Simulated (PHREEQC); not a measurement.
Consider water at 25 °C with 0.0044 mol/kgw ZnSO4 and 0.00096 mol/kgw HCl. Closed to the air; pH follows from the charge balance.

Equilibrium calculation in PHREEQC: ion-association model, wateq4f.dat.

This is a speciation only: nothing precipitates in the calculation.

Q: Order these Zn species by the share of Zn that they hold, largest first: ZnCl+, Zn+2, ZnSO4, Zn(SO4)2-2.

A: Zn+2 (77 %), ZnSO4 (23 %), Zn(SO4)2-2 (0.60 %), ZnCl+ (0.12 %)

Q: Order these S species by the share of S that they hold, largest first: SO4-2, ZnSO4, HSO4-, Zn(SO4)2-2.

A: SO4-2 (72 %), ZnSO4 (23 %), HSO4- (3.6 %), Zn(SO4)2-2 (1.2 %)

The pH is 3.14 and the ionic strength 0.0141 mol/kgw.
